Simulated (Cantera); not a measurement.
A closed system holds: 1 mol Ta₂O₅, 0.36 mol CH₄, 0.32 mol CO, equilibrated at 1073 K and 350 Pa.

Method: chemical equilibrium by Gibbs-energy minimisation in Cantera with the NASA 1993 tables (ideal gas, pure condensed phases). Candidate condensed phases: C, C₆H₆, C₇H₈, C₈H₁₈, H₂O, Ta, TaC, Ta₂O₅; 113 gas species. Mutual solubility and eutectic melting of coexisting phases are not modelled. TaC: taken at fixed stoichiometry. Condensed phases not in the tables: Ta₂C. Rates play no part.

Base state: H₂ 0.555, CO 0.445, H₂O 0.000178, CO₂ 0.000155, CH₄ 3.12e-5 (mole fractions); condensed: TaC(s) + Ta₂O₅(s).

**Question.** What changes in the equilibrium state with this change: pressure from 350 Pa to 4200 Pa?

**Answer.** 
```csv
species,before,after
H₂,0.555,0.691
CO,0.445,0.306
H₂O,0.000178,0.00116
CH₄,3.12e-5,0.000922
CO₂,0.000155,0.000555
"TaC(s), mol",0.103,0
"Ta₂O₅(s), mol",0.949,1.00
"C(graphite), mol",0,0.361
```

**Question.** What changes in the equilibrium state with this change: pressure from 350 Pa to 150000 Pa?

**Answer.** 
```
species             before   after
----------------  --------  ------
H₂                   0.555   0.654
CO                   0.445   0.268
H₂O               0.000178  0.0341
CH₄                3.12e-5  0.0295
CO₂               0.000155  0.0151
TaC(s), mol          0.103       0
Ta₂O₅(s), mol        0.949    1.00
C(graphite), mol         0   0.379
```
